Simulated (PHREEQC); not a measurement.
0.019 g of hydrous ferric oxide (600 m²/g; 0.2 weak and 0.005 strong sites per Fe, Dzombak-Morel constants, diffuse double layer) in 1 kg of water with 0.1 mol/kgw of an inert sodium salt and 1.2e-06 mol/kgw ZnSO4, at 25 °C; the pH is set by adding NaOH or the inert anion's acid. Oxygen is held at 0.21 atm. CO2 from the air is kept out. No solid was allowed to form.

All values are PHREEQC results (ion-association model, wateq4f.dat), not measurements.

```csv
pH,S sorbed (%),Zn sorbed (%),surface charge σ (C/m²),surface potential ψ (mV)
4,77.7,0.0,0.308,144
5,48.5,0.1,0.209,?
6,8.6,6.4,?,93
6.5,2.2,27.9,0.074,74
7.5,0.1,87.2,?,31
8.5,0.0,?,-0.012,-16
9.5,0.0,99.7,-0.057,-62
10,0.0,?,-0.089,?
11,0.0,98.0,-0.182,?
12,0.0,65.2,-0.297,-140
```

Some entries are withheld; supply them.


- 5, surface potential ψ (mV): 125
- 6, surface charge σ (C/m²): 0.111
- 7.5, surface charge σ (C/m²): 0.024
- 8.5, Zn sorbed (%): 99.5
- 10, Zn sorbed (%): 99.6
- 10, surface potential ψ (mV): -83
- 11, surface potential ψ (mV): -118
